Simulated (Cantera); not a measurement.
Feed: 1 mol V, 0.17 mol H₂O, equilibrated at 1600 K.

Equilibrium computed with Cantera from the NASA thermochemical tables; the gas is ideal and each condensed phase is pure. Candidate condensed phases: H₂O, V, VO, V₂O₃, V₂O₄, V₂O₅; 12 gas species. Mutual solubility and eutectic melting of coexisting phases are not modelled. VO: taken at fixed stoichiometry. Condensed phases not in the tables: N, O or C dissolved in the metal. Kinetics and transport are ignored.

x: gas mole fraction; n: condensed amount in mol.

```
P (Pa)    x H₂       x H       x V  x VO  n V(s)  n VO(s)
-------  -----  --------  --------  ----  ------  -------
0.100    0.945    0.0529   0.00114   [?]   0.830    0.170
0.600    0.978    0.0219  0.000190   [?]   0.830    0.170
3.60     0.991   0.00902   3.17e-5   [?]   0.830    0.170
22       0.996   0.00366   5.18e-6   [?]   0.830    0.170
130      0.998   0.00151   8.77e-7   [?]   0.830    0.170
770      0.999  0.000619   1.48e-7   [?]   0.830    0.170
4600     1.000  0.000253   2.48e-8   [?]   0.830    0.170
28000    1.000  0.000103   4.07e-9   [?]   0.830    0.170
170000   1.000   4.17e-5  6.70e-10   [?]   0.830    0.170
1000000  1.000   1.72e-5  1.14e-10   [?]   0.830    0.170
```

Question: Fill in the missing entries.

Answer: 
- 0.100, x VO: 0.000757
- 0.600, x VO: 0.000126
- 3.60, x VO: 2.10e-5
- 22, x VO: 3.44e-6
- 130, x VO: 5.83e-7
- 770, x VO: 9.84e-8
- 4600, x VO: 1.65e-8
- 28000, x VO: 2.71e-9
- 170000, x VO: 4.46e-10
- 1000000, x VO: 7.57e-11
